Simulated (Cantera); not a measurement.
A freely propagating, adiabatic, planar premixed flame of CO : H2 : CH4 : O2 : N2 = 1 : 0.39 : 0.052 : 0.963 : 3.62 (molar parts), unburnt at 498 K and 100.0 Torr; mixture-averaged transport, grid criteria slope 0.08 and curve 0.16, no radiation.

Model: GRI-Mech 3.0 (53 species, 325 reactions), integrated in Cantera. Burning velocities carry a grid error of a few per cent, more on coarse grids.

Task: What does this change do: CO 1 to 1.3 parts?

Result: 
```
quantity                    before     after
------------------------  --------  --------
laminar burning velocity  185 cm/s  198 cm/s
thermal thickness          6.05 mm   6.20 mm
peak x(HO2)                7.30e-5   7.14e-5
peak x(C2H6)               1.17e-6   9.03e-7
```

Task: What does this change do: inlet temperature 498 to 400 K?

Result: 
```
quantity                    before     after
------------------------  --------  --------
laminar burning velocity  185 cm/s  127 cm/s
thermal thickness          6.05 mm   5.82 mm
peak x(HO2)                7.30e-5  0.000105
peak x(C2H6)               1.17e-6   9.44e-7
```
